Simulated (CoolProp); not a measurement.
n-heptane at 359.34 K and 1.63 MPa flows at 6.2 m/s in a round tube of 6 mm bore and 0.25 µm roughness, fully developed (64/Re and Nu = 3.66 if laminar; Colebrook and Gnielinski if turbulent). Each further row changes one setting.

Computed with CoolProp (reference Helmholtz-energy equation of state, Span 2003). It is a short technical equation, of lower accuracy than the large ones.

| case | Reynolds number | Darcy friction factor | pressure drop (Pa/m) | heat-transfer coefficient (W/(m² K)) | mass flow (kg/h) |
|---|---|---|---|---|---|
| as stated | 105000 | 0.0181 | … | 9750 | … |
| velocity 12.4 m/s | 209000 | … | 128000 | … | 793 |
| diameter 12 mm | 209000 | 0.0157 | 15800 | 8840 | 1590 |

Problem. What belongs in the gaps?

Solution. 
- as stated, pressure drop (Pa/m): 36300
- as stated, mass flow (kg/h): 396
- velocity 12.4 m/s, Darcy friction factor: 0.0158
- velocity 12.4 m/s, heat-transfer coefficient (W/(m² K)): 17800

Viscosity comes from a separate model (Michailidou 2014). Thermal conductivity comes from a separate model (Assael 2013).
